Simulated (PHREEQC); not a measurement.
Dissolve 0.013 mol/kgw KHCO3 and 0.18 mol/kgw Na2SO4 at 20 °C. Closed to the air; pH follows from the charge balance.

Equilibrium calculation in PHREEQC: Pitzer model, pitzer.dat.

**Question.** The ionic strength comes out as 0.553 mol/kgw. What activity coefficients do Na+, OH-, CO3-2, K+, HCO3- get?

**Answer.** Na+ 0.60, OH- 0.64, CO3-2 0.17, K+ 0.58, HCO3- 0.64. Single-ion values are on the MacInnes scale.

Precipitation was switched off in this run. Species that the database lacks are ignored.
